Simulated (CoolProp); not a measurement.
Saturation properties of normal hydrogen (Tc = 33.1 K, pc = 12.96 bar, ω = -0.219).

Model: reference Helmholtz-energy equation of state, Leachman 2009, in CoolProp.

| T (K) | p (bar) | vapour density (kg/m³) | liquid cp (kJ/(kg K)) | liquid conductivity (mW/(m K)) |
|---|---|---|---|---|
| 21.7 | 1.471 | 1.869 | 10.57 | 104 |
| 22.4 | 1.763 | 2.208 | 11.05 | 104 |
| 23.2 | 2.144 | 2.650 | 11.65 | 103 |
| 24 | 2.581 | 3.156 | 12.32 | 103 |
| 24.8 | 3.076 | 3.736 | 13.09 | 102 |
| 25.6 | 3.635 | 4.400 | 13.98 | 102 |
| 26.4 | 4.262 | 5.161 | 15.04 | 101 |
| 27.1 | 4.869 | 5.920 | 16.16 | 100 |
| 27.9 | 5.635 | 6.914 | 17.75 | 98.9 |
| 28.7 | 6.481 | 8.074 | 19.84 | 97.5 |
| 29.5 | 7.414 | 9.446 | 22.75 | 95.8 |
| 30.3 | 8.439 | 11.11 | 27.21 | 93.9 |
| 31.1 | 9.563 | 13.20 | 35.06 | 91.7 |
| 31.8 | 10.63 | 15.63 | 49.69 | 90.0 |
| 32.6 | 11.97 | 20.01 | 116.7 | 91.7 |

It boils at 20.4 K under 1 atm.

Thermal conductivity comes from a separate model (Assael 2011).
